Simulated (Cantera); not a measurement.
An adiabatic, constant-volume homogeneous reactor starts with CO : H₂ : O₂ : N₂ = 1 : 0.49 : 1.41 : 5.29 (molar parts), at 1000 K and 1.00 atm. Integrator tolerance rtol = 1e-08.

Detailed kinetics in Cantera: GRI-Mech 3.0 (53 species, 325 reactions).

Task: What does this change do: 0.062 parts H2O added?

Result: 
```json
[
 {"quantity": "time of steepest temperature rise", "before": "0.404 ms", "after": "0.451 ms"},
 {"quantity": "temperature at 6.00 s", "before": "2508 K", "after": "2497 K"},
 {"quantity": "equilibrium temperature", "before": "2508 K", "after": "2497 K"},
 {"quantity": "x(CO) at 6.00 s", "before": "0.0107 (gas-phase equilibrium 0.0107)", "after": "0.0101 (gas-phase equilibrium 0.0101)"},
 {"quantity": "x(H₂) at 6.00 s", "before": "0.000847 (gas-phase equilibrium 0.000847)", "after": "0.000908 (gas-phase equilibrium 0.000908)"},
 {"quantity": "x(O₂) at 6.00 s", "before": "0.0841 (gas-phase equilibrium 0.0841)", "after": "0.0834 (gas-phase equilibrium 0.0834)"},
 {"quantity": "x(H₂O₂) at 6.00 s", "before": "1.92e-7 (gas-phase equilibrium 1.92e-7)", "after": "2.09e-7 (gas-phase equilibrium 2.09e-7)"},
 {"quantity": "x(O) at 6.00 s", "before": "0.00287 (gas-phase equilibrium 0.00287)", "after": "0.00271 (gas-phase equilibrium 0.00271)"},
 {"quantity": "x(NO₂) at 6.00 s", "before": "1.18e-5 (gas-phase equilibrium 1.18e-5)", "after": "1.16e-5 (gas-phase equilibrium 1.16e-5)"},
 {"quantity": "x(NO) at 6.00 s", "before": "0.0139 (gas-phase equilibrium 0.0139)", "after": "0.0135 (gas-phase equilibrium 0.0135)"}
]
```

Task: What does this change do: constant pressure in place of constant volume?

Result: 
```json
[
 {"quantity": "time of steepest temperature rise", "before": "0.404 ms", "after": "0.415 ms"},
 {"quantity": "temperature at 6.00 s", "before": "2508 K", "after": "2294 K"},
 {"quantity": "equilibrium temperature", "before": "2508 K", "after": "2294 K"},
 {"quantity": "x(CO) at 6.00 s", "before": "0.0107 (gas-phase equilibrium 0.0107)", "after": "0.00494 (gas-phase equilibrium 0.00494)"},
 {"quantity": "x(H₂) at 6.00 s", "before": "0.000847 (gas-phase equilibrium 0.000847)", "after": "0.000431 (gas-phase equilibrium 0.000431)"},
 {"quantity": "x(O₂) at 6.00 s", "before": "0.0841 (gas-phase equilibrium 0.0841)", "after": "0.0851 (gas-phase equilibrium 0.0851)"},
 {"quantity": "x(H₂O₂) at 6.00 s", "before": "1.92e-7 (gas-phase equilibrium 1.92e-7)", "after": "8.02e-8 (gas-phase equilibrium 8.02e-8)"},
 {"quantity": "x(O) at 6.00 s", "before": "0.00287 (gas-phase equilibrium 0.00287)", "after": "0.00140 (gas-phase equilibrium 0.00140)"},
 {"quantity": "x(NO₂) at 6.00 s", "before": "1.18e-5 (gas-phase equilibrium 1.18e-5)", "after": "6.73e-6 (gas-phase equilibrium 6.73e-6)"},
 {"quantity": "x(NO) at 6.00 s", "before": "0.0139 (gas-phase equilibrium 0.0139)", "after": "0.00935 (gas-phase equilibrium 0.00935)"}
]
```
